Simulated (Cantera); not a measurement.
An isothermal, constant-pressure homogeneous reactor starts with CH₃OH : O₂ : N₂ = 0.024 : 0.0045 : 1 (molar parts), equivalence ratio 8.0, at 1325 K and 4.93 atm. Integrator tolerance rtol = 1e-08.

Cantera simulation using GRI-Mech 3.0 (53 species, 325 reactions); the numbers are that mechanism's predictions, not measurements. GRI-Mech 3.0 was tuned for natural gas; its chemistry of methanol as a main component is partial and can be far from experiment.

Problem. What does this change do: N2 1 to 0.22 parts?

Solution. 
| quantity | before | after |
|---|---|---|
| x(CH₃OH) at 50.0 s | 1.62e-11 (gas-phase equilibrium <1e-12) | 1.53e-10 (gas-phase equilibrium 4.69e-11) |
| x(O₂) at 50.0 s | <1e-12 (gas-phase equilibrium <1e-12) | <1e-12 (gas-phase equilibrium <1e-12) |
| x(H₂O) at 50.0 s | 0.00662 (gas-phase equilibrium 0.00652) | 0.0247 (gas-phase equilibrium 0.0239) |
| x(CH₂O) at 50.0 s | 1.82e-9 (gas-phase equilibrium 1.82e-9) | 2.39e-8 (gas-phase equilibrium 2.45e-8) |
| x(CO₂) at 50.0 s | 0.00187 (gas-phase equilibrium 0.00188) | 0.00712 (gas-phase equilibrium 0.00689) |
| x(HCN) at 50.0 s | 3.67e-9 (gas-phase equilibrium 3.09e-7) | 8.68e-9 (gas-phase equilibrium 1.95e-6) |
The temperature is held fixed by assumption; the heat of reaction is taken as removed at once.
